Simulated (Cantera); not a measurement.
A perfectly stirred reactor is fed with CH₄ : O₂ : N₂ = 1 : 1.33 : 5.01 (molar parts), equivalence ratio 1.5, at 10.0 bar; it is adiabatic with a 700 K inlet, and is followed from long to short residence time, starting on the burning branch (τ in s: 0.099, 0.032, 0.011, 0.0035, 0.0011, 0.00037, 0.00012, 3.9e-05, 1.3e-05, 4.2e-06).

Model: GRI-Mech 3.0 (53 species, 325 reactions), integrated in Cantera.

Problem. Predict: blow-out, bracketed by the residence times tried; x(CH₄) at τ = 99.0 ms; x(O₂) at τ = 99.0 ms; x(H₂) at τ = 99.0 ms; x(CO) at τ = 99.0 ms; x(CH₂O) at τ = 99.0 ms; x(CH₄) at τ = 0.370 ms; x(O₂) at τ = 0.370 ms; x(H₂) at τ = 0.370 ms; x(CO) at τ = 0.370 ms; x(CH₂O) at τ = 0.370 ms.

Solution. 
```
Property                                                                        Value
------------------------------------------------  -----------------------------------
blow-out, bracketed by the residence times tried  burning at 0.120 ms, out at 39.0 µs
x(CH₄) at τ = 99.0 ms                                                        0.000119
x(O₂) at τ = 99.0 ms                                                          1.77e-5
x(H₂) at τ = 99.0 ms                                                           0.0784
x(CO) at τ = 99.0 ms                                                           0.0882
x(CH₂O) at τ = 99.0 ms                                                        5.39e-7
x(CH₄) at τ = 0.370 ms                                                        0.00494
x(O₂) at τ = 0.370 ms                                                         0.00314
x(H₂) at τ = 0.370 ms                                                          0.0609
x(CO) at τ = 0.370 ms                                                          0.0773
x(CH₂O) at τ = 0.370 ms                                                       5.26e-5
```
